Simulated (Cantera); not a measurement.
Cantera run:

```python
import numpy as np
import cantera as ct

gas_names = """
    CL CL2 H HCL H2 Si SiCL SiCL2 SiCL3 SiCL4 SiH SiHCL3 SiH2 SiH2CL2 SiH3 SiH3CL SiH4 Si2 Si3
""".split()
cond_names = """
    Si(cr) Si(L)
""".split()


def load(file, names, dense=False):
    # The tables refer to 1 bar. Condensed volumes are neglected.
    table = {s.name: s for s in ct.Species.list_from_file(file)}
    out = []
    for n in names:
        d = dict(table[n].input_data)
        d["thermo"] = dict(d["thermo"], **{"reference-pressure": 1e5})
        if dense:
            d["equation-of-state"] = {"model": "constant-volume", "density": "1e6 g/cm^3"}
        out.append(ct.Species.from_dict(d))
    return out


gas = ct.Solution(thermo="ideal-gas", species=load("nasa_gas.yaml", gas_names))
cond = {s.name: ct.Solution(thermo="fixed-stoichiometry", species=[s], name=s.name)
        for s in load("nasa_condensed.yaml", cond_names, dense=True)}
atoms = {
    'SiH2Cl2': {'Si': 1, 'H': 2, 'CL': 2},
    'H2': {'H': 2},
}
top_T = {}  # K; cautious upper limits of use, not melting points


def equilibrate(T, P, feed):
    n = {}
    for name, mol in feed.items():
        for a, k in atoms[name].items():
            n[a] = n.get(a, 0.0) + k * mol
    gas.TPX = T, P, n
    mass = sum(n.values()) * gas.mean_molecular_weight
    gas.equilibrate("TP")
    valid = [c for c in cond.values() if c.min_temp <= T <= top_T.get(c.name, c.max_temp)]
    mix = ct.Mixture([(gas, mass / gas.mean_molecular_weight)] + [(c, 0.0) for c in valid])
    mix.T, mix.P = T, P
    mix.equilibrate("TP", solver="vcs", rtol=1e-11, max_steps=5000)
    return mix


results = []
feed = {'SiH2Cl2': 1, 'H2': 70}  # mol
T = 1248.15  # K
P = 190000  # Pa
mix = equilibrate(T, P, feed)
results.append((T, P, feed, dict(zip(mix.species_names, mix.species_moles))))
x = sorted(zip(gas.X, gas.species_names), reverse=True)
print(f"T = {T:g} K  P = {P:g} Pa  gas = {mix.phase_moles(0):.4g} mol")
print("   x: " + "  ".join(f"{s} {v:.3e}" for v, s in x if v > 0.001))
print("   condensed (mol): " + ("  ".join(f"{mix.phase(i).name} {mix.phase_moles(i):.4g}"
      for i in range(1, mix.n_phases) if mix.phase_moles(i) > 1e-12) or "none"))
```

It prints:

```
T = 1248.15 K  P = 190000 Pa  gas = 71.77 mol
   x: H2 9.797e-01  HCL 1.634e-02  SiHCL3 1.698e-03
   condensed (mol): Si(cr) 0.7136
```

Method: chemical equilibrium by Gibbs-energy minimisation in Cantera with the NASA 1993 tables (ideal gas, pure condensed phases). The tables' values for SiCl3 are old estimates; treat these amounts as uncertain.
